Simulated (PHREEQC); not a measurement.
Dissolve 0.015 mol KHCO3 and 0.00012 mol Na2HPO4 per kg of water at 20 °C. Closed to the air; pH follows from the charge balance.

Model: ion-association model, phreeqc.dat, run in PHREEQC.

Precipitation was switched off in this run.

Problem. Predict the pH.

Solution. pH 8.28.

Problem. In which forms is C present?

Solution. HCO3- 98 %, CO3-2 1.1 %, CO2 1.1 % of the C.
